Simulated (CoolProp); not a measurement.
Computed with CoolProp (reference Helmholtz-energy equation of state, Lemmon 2006). It is a short technical equation, of lower accuracy than the large ones.

Task: For nitrous oxide, give the phase and the Z, cp (kJ/(kg K)), expansivity (1/kK) at 337.4 K and 2.4 MPa; 362.9 K and 2.4 MPa.

Result: 
- 337.4 K and 2.4 MPa: gas; Z 0.909, cp 1.04, expansivity 4.03
- 362.9 K and 2.4 MPa: gas; Z 0.930, cp 1.04, expansivity 3.50
